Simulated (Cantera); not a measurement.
Mixture: CH4 : H2 : O2 : N2 : H2O = 1 : 0.84 : 1.73 : 6.5 : 0.22 (molar parts), at 25.0 bar, adiabatic and at constant volume. Ignition delay is the time to a rise of 400 K.

Model: GRI-Mech 3.0 (53 species, 325 reactions), integrated in Cantera. The pressure lies above the range GRI-Mech 3.0 was tuned for (to about 10 atm).

Question: What does this change do: 0.048 parts C2H6 added?

Answer: 
```tsv
quantity	before	after
delay at 1100 K	0.886 ms	0.933 ms
delay at 1300 K	50.0 µs	50.2 µs
delay at 1500 K	11.0 µs	9.79 µs
delay at 1700 K	3.83 µs	3.17 µs
delay at 1900 K	1.52 µs	1.22 µs
apparent activation energy between 1800 and 2000 K	130 kJ/mol	130 kJ/mol
```
